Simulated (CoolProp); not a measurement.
Aqueous magnesium chloride as a coolant, 22 % by mass, freezing at -35.4 °C, 1 atm.

Computed with CoolProp (Melinder's fits for secondary coolants).

```csv
T (°C),cp (kJ/(kg K)),Prandtl number,density (kg/m³),viscosity (mPa s)
-14.3,2.929,78.8,1209,13.0
-9.7,?,64.0,?,10.7
-5.1,2.953,?,1206,8.81
-0.6,2.965,43.1,?,7.35
4,2.977,35.6,1202,?
8.6,2.990,29.7,1200,5.18
13.1,3.002,25.0,1198,4.42
17.7,3.014,21.2,1196,3.78
22.3,3.025,18.1,1194,3.27
26.8,3.037,15.7,1192,?
31.4,3.048,13.7,1190,2.52
36,3.059,12.1,1188,?
```

Problem. Some entries are withheld; supply them.

Solution. 
- -9.7, cp (kJ/(kg K)): 2.941
- -9.7, density (kg/m³): 1208
- -5.1, Prandtl number: 52.2
- -0.6, density (kg/m³): 1204
- 4, viscosity (mPa s): 6.15
- 26.8, viscosity (mPa s): 2.86
- 36, viscosity (mPa s): 2.25
